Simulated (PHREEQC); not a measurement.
Make-up at 25 °C: 160 mmol/kgw KOH, 190 mmol/kgw NaHCO3 and 0.68 mmol/kgw KBr. Closed to the air; pH follows from the charge balance.

All values are PHREEQC results (ion-association model, wateq4f.dat), not measurements.

This is a speciation only: nothing precipitates in the calculation.

Task: Predict the pH, activity of water, ionic strength.

Result: pH 10.40; activity of water 0.992; ionic strength 0.389 mol/kgw.

Task: In which forms is Na present?

Result: Na+ 68 %, NaCO3- 32 %, NaHCO3 0.5 % of the Na.
